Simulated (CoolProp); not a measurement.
Values from CoolProp's reference Helmholtz-energy equation of state, Span 2000.

Problem. For nitrogen, give the phase and the cp (kJ/(kg K)), expansivity (1/kK), viscosity (µPa s) at 454 K and 18.1 MPa.

Solution. 
- 454 K and 18.1 MPa: supercritical; cp 1.14, expansivity 2.25, viscosity 26.7

Viscosity comes from a separate model (Lemmon 2004).
